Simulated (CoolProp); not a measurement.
Vapour-liquid equilibrium of R22 (1) + n-pentane (2) at 340.6 K; x and y are mole fractions of (1).

The numbers come from the multi-fluid Helmholtz-energy mixture model, Kamei 1995 and Thol 2019; pair parameters Bell 2016 in CoolProp.

| x | bubble pressure (kPa) | y at the bubble point | dew pressure at overall composition x (kPa) | liquid density (mol/L) |
|---|---|---|---|---|
| 0.05 | 440.5 | 0.397 | 278.8 | 8.126 |
| 0.2 | 927.8 | 0.721 | 331.9 | ___ |
| 0.35 | ___ | ___ | 408.8 | 9.007 |
| 0.5 | 1677 | 0.863 | 530.0 | 9.479 |
| 0.65 | 1986 | 0.899 | 749.5 | 9.980 |
| 0.8 | 2311 | ___ | 1252 | 10.53 |
| 0.95 | 2696 | 0.981 | 2439 | 11.16 |

Q: Some entries are withheld; supply them.

A: 
- 0.2, liquid density (mol/L): 8.557
- 0.35, bubble pressure (kPa): 1336
- 0.35, y at the bubble point: 0.815
- 0.8, y at the bubble point: 0.935

No azeotrope shows between x = 0.05 and 0.95.

The pair parameters rest on a limited set of measurements; away from them the model extrapolates. The gap from Raoult's law changes sign with composition, which may be real or a fault of the pair parameters; it wasn't checked against measurements.
